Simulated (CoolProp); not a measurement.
c-C4F8 (RC318) at 298.15 K and 0.164 MPa flows at 8.3 m/s in a round tube of 4.6 mm bore and 45 µm roughness, fully developed (64/Re and Nu = 3.66 if laminar; Colebrook and Gnielinski if turbulent). Each further row changes one setting.

Computed with CoolProp (reference Helmholtz-energy equation of state, Platzer 1990). This equation is an older, rougher fit.

```csv
case,Reynolds number,Darcy friction factor,pressure drop (Pa/m),heat-transfer coefficient (W/(m² K)),mass flow (kg/h)
as stated,47900,0.0389,4050,525,6.91
velocity 16.6 m/s,95900,0.0383,16000,1040,13.8
diameter 9.2 mm,95900,0.0312,1620,417,27.7
```

Viscosity comes from a separate model (Huber 2003), an estimate that may be off by 10 % or more. Thermal conductivity comes from a separate model (Huber 2003), an estimate that may be off by 10 % or more.
